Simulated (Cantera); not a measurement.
Input (Python, Cantera) and output of one run.

```python
import numpy as np
import cantera as ct

gas_names = """
    Cs CsO CsOH Cs2 Cs2O Cs2O2H2 H HO2 H2 H2O H2O2 O OH O2 O3
""".split()
cond_names = """
    Cs(cr) Cs(L) CsOH(a) CsOH(b) CsOH(c) CsOH(L) H2O(s) H2O(L)
""".split()


# ... load() reads the species with a 1 bar reference pressure and builds the phases ...
atoms = {
    'CsOH': {'Cs': 1, 'O': 1, 'H': 1},
    'O2': {'O': 2},
}
top_T = {}  # K; cautious upper limits of use, not melting points


# ... equilibrate(T, P, feed) seeds the gas with the atoms and calls Mixture.equilibrate('TP', solver="vcs", rtol=1e-11, max_steps=5000) ...
results = []
feed = {'CsOH': 1, 'O2': 0.011}  # mol
for P in [10, 32, 100, 320, 1000, 3200, 10000, 32000, 100000, 320000, 1000000]:
    for T in [875, 1025, 1175, 1325, 1475, 1625, 1775, 1925, 2075]:
        mix = equilibrate(T, P, feed)
        results.append((T, P, feed, dict(zip(mix.species_names, mix.species_moles))))

for T, P, feed, n in results:
    print(f"{T:7g} {P:10.4g}  " + (" + ".join(c for c in cond_names if n.get(c, 0) > 1e-12) or "gas only"))
```

Output:

```
    875         10  gas only
   1025         10  gas only
   1175         10  gas only
   1325         10  gas only
   1475         10  gas only
   1625         10  gas only
   1775         10  gas only
   1925         10  gas only
   2075         10  gas only
    875         32  gas only
   1025         32  gas only
   1175         32  gas only
   1325         32  gas only
   1475         32  gas only
   1625         32  gas only
   1775         32  gas only
   1925         32  gas only
   2075         32  gas only
    875        100  gas only
   1025        100  gas only
   1175        100  gas only
   1325        100  gas only
   1475        100  gas only
   1625        100  gas only
   1775        100  gas only
   1925        100  gas only
   2075        100  gas only
    875        320  gas only
   1025        320  gas only
   1175        320  gas only
   1325        320  gas only
   1475        320  gas only
   1625        320  gas only
   1775        320  gas only
   1925        320  gas only
   2075        320  gas only
    875       1000  CsOH(L)
   1025       1000  gas only
   1175       1000  gas only
   1325       1000  gas only
   1475       1000  gas only
   1625       1000  gas only
   1775       1000  gas only
   1925       1000  gas only
   2075       1000  gas only
    875       3200  CsOH(L)
   1025       3200  gas only
   1175       3200  gas only
   1325       3200  gas only
   1475       3200  gas only
   1625       3200  gas only
   1775       3200  gas only
   1925       3200  gas only
   2075       3200  gas only
    875      1e+04  CsOH(L)
   1025      1e+04  CsOH(L)
   1175      1e+04  gas only
   1325      1e+04  gas only
   1475      1e+04  gas only
   1625      1e+04  gas only
   1775      1e+04  gas only
   1925      1e+04  gas only
   2075      1e+04  gas only
    875    3.2e+04  CsOH(L)
   1025    3.2e+04  CsOH(L)
   1175    3.2e+04  gas only
   1325    3.2e+04  gas only
   1475    3.2e+04  gas only
   1625    3.2e+04  gas only
   1775    3.2e+04  gas only
   1925    3.2e+04  gas only
   2075    3.2e+04  gas only
    875      1e+05  CsOH(L)
   1025      1e+05  CsOH(L)
   1175      1e+05  CsOH(L)
   1325      1e+05  gas only
   1475      1e+05  gas only
   1625      1e+05  gas only
   1775      1e+05  gas only
   1925      1e+05  gas only
   2075      1e+05  gas only
    875    3.2e+05  CsOH(L)
   1025    3.2e+05  CsOH(L)
   1175    3.2e+05  CsOH(L)
   1325    3.2e+05  CsOH(L)
   1475    3.2e+05  gas only
   1625    3.2e+05  gas only
   1775    3.2e+05  gas only
   1925    3.2e+05  gas only
   2075    3.2e+05  gas only
    875      1e+06  CsOH(L)
   1025      1e+06  CsOH(L)
   1175      1e+06  CsOH(L)
   1325      1e+06  CsOH(L)
   1475      1e+06  CsOH(L)
   1625      1e+06  gas only
   1775      1e+06  gas only
   1925      1e+06  gas only
   2075      1e+06  gas only
```

Method: chemical equilibrium by Gibbs-energy minimisation in Cantera with the NASA 1993 tables (ideal gas, pure condensed phases).
